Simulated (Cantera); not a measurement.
What does this Cantera script print?

```python
import numpy as np
import cantera as ct

gas_names = """
    NbO2 H OH
""".split()
cond_names = """
    Nb(cr) Nb(L)
""".split()


def load(file, names, dense=False):
    # The tables refer to 1 bar. Condensed volumes are neglected.
    table = {s.name: s for s in ct.Species.list_from_file(file)}
    out = []
    for n in names:
        d = dict(table[n].input_data)
        d["thermo"] = dict(d["thermo"], **{"reference-pressure": 1e5})
        if dense:
            d["equation-of-state"] = {"model": "constant-volume", "density": "1e6 g/cm^3"}
        out.append(ct.Species.from_dict(d))
    return out


species = {s.name: s for s in load("nasa_gas.yaml", gas_names) + load("nasa_condensed.yaml", cond_names)}
# Each term lists the table entries of one substance; the one whose range holds T is used.
reactions = {
    'NbO2(g) + 2 H(g) = 2 OH(g) + Nb':
        [(-1, ['NbO2']), (-2, ['H']), (2, ['OH']), (1, ['Nb(cr)', 'Nb(L)'])],
}


def pick(names, T):
    return next(species[n] for n in names if species[n].thermo.min_temp <= T <= species[n].thermo.max_temp)


results = []
for label, terms in reactions.items():
    print(label)
    print("     T/K   dH/kJ  dS/(J/K)   dG/kJ   log10 K")
    for T in [300, 1023, 1223, 1423, 1623, 1823, 2023, 2223]:
        used = [(nu, pick(names, T)) for nu, names in terms]
        dH = sum(nu * s.thermo.h(T) for nu, s in used) / 1e6
        dS = sum(nu * s.thermo.s(T) for nu, s in used) / 1e3
        dG = dH - T * dS / 1e3
        logK = -dG * 1e6 / (ct.gas_constant * T * np.log(10))
        results.append((label, T, dH, dS, dG, logK, [s.name for _, s in used]))
        print(f"{T:8g} {dH:8.1f} {dS:8.1f} {dG:8.1f} {logK:8.2f}")
```

It prints:

```
NbO2(g) + 2 H(g) = 2 OH(g) + Nb
     T/K   dH/kJ  dS/(J/K)   dG/kJ   log10 K
     300   -157.3    -98.4   -127.8    22.25
    1023   -162.6   -106.6    -53.6     2.74
    1223   -164.0   -107.8    -32.1     1.37
    1423   -164.9   -108.5    -10.5     0.39
    1623   -165.3   -108.8     11.2    -0.36
    1823   -165.3   -108.7     33.0    -0.94
    2023   -164.7   -108.5     54.7    -1.41
    2223   -163.7   -108.0     76.3    -1.79
```

Standard-state values (1 bar) from the NASA 1993 polynomials, evaluated with Cantera. Condensed species are held in their standard states even where they would react or evaporate.
